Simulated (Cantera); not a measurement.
An isothermal, constant-pressure homogeneous reactor starts with NO : N2 = 1 : 8.1 (molar parts), at 1823 K and 0.0133 bar.

Model: GRI-Mech 3.0 (53 species, 325 reactions), integrated in Cantera. Radical loss at walls, strong at low pressure, is not modelled.

x: mole fraction; the columns are a selection and need not sum to one.

```json
[
 {"t (s)": "2.00e-6", "x NO": "0.110", "x NO2": "<1e-12", "x N2O": "9.13e-11", "x O2": "<1e-12", "x O": "9.13e-11", "x N2": "0.890"},
 {"t (s)": "1.42e-5", "x NO": "0.110", "x NO2": "<1e-12", "x N2O": "6.47e-10", "x O2": "<1e-12", "x O": "6.47e-10", "x N2": "0.890"},
 {"t (s)": "0.000100", "x NO": "0.110", "x NO2": "<1e-12", "x N2O": "4.58e-9", "x O2": "<1e-12", "x O": "(withheld)", "x N2": "0.890"},
 {"t (s)": "0.000711", "x NO": "0.110", "x NO2": "2.62e-11", "x N2O": "3.24e-8", "x O2": "1.01e-11", "x O": "(withheld)", "x N2": "0.890"},
 {"t (s)": "0.00504", "x NO": "0.110", "x NO2": "1.24e-9", "x N2O": "2.25e-7", "x O2": "5.11e-10", "x O": "(withheld)", "x N2": "0.890"},
 {"t (s)": "0.0357", "x NO": "0.110", "x NO2": "4.48e-8", "x N2O": "1.39e-6", "x O2": "2.78e-8", "x O": "(withheld)", "x N2": "0.890"},
 {"t (s)": "0.253", "x NO": "0.110", "x NO2": "6.99e-7", "x N2O": "4.48e-6", "x O2": "2.14e-6", "x O": "(withheld)", "x N2": "0.890"},
 {"t (s)": "1.79", "x NO": "0.110", "x NO2": "2.05e-6", "x N2O": "4.69e-6", "x O2": "0.000112", "x O": "(withheld)", "x N2": "0.890"},
 {"t (s)": "12.7", "x NO": "0.107", "x NO2": "2.81e-6", "x N2O": "4.43e-6", "x O2": "0.00121", "x O": "(withheld)", "x N2": "0.891"},
 {"t (s)": "90.0", "x NO": "0.0884", "x NO2": "5.47e-6", "x N2O": "2.79e-6", "x O2": "0.0106", "x O": "(withheld)", "x N2": "0.901"}
]
```

**Question.** Fill in the missing entries.

**Answer.** 
- 0.000100, x O: 4.59e-9
- 0.000711, x O: 3.26e-8
- 0.00504, x O: 2.34e-7
- 0.0357, x O: 1.82e-6
- 0.253, x O: 1.71e-5
- 1.79, x O: 5.87e-5
- 12.7, x O: 7.49e-5
- 90.0, x O: 0.000149
